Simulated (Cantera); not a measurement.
Charge: 1 mol SiH2Cl2, 96 mol N2, 57 mol H2, at 10.0 mbar.

These are equilibrium values from Cantera (NASA tables, ideal gas, pure condensed phases), not measurements of a reactor. Candidate condensed phases: NH4Cl, Si, Si3N4; 28 gas species. The tables' values for SiCl, SiN are old estimates; treat these amounts as uncertain. Gases not in the tables: Si2H6 and higher silanes. Kinetics and transport are ignored.

Q: At 1923 K, list the 6 most abundant gas species with their mole fractions, and the condensed phases.

A: N2 0.616, H2 0.364, HCl 0.0109, H 0.00568, Si 0.00170, SiCl2 0.000853. Condensed: Si(l).
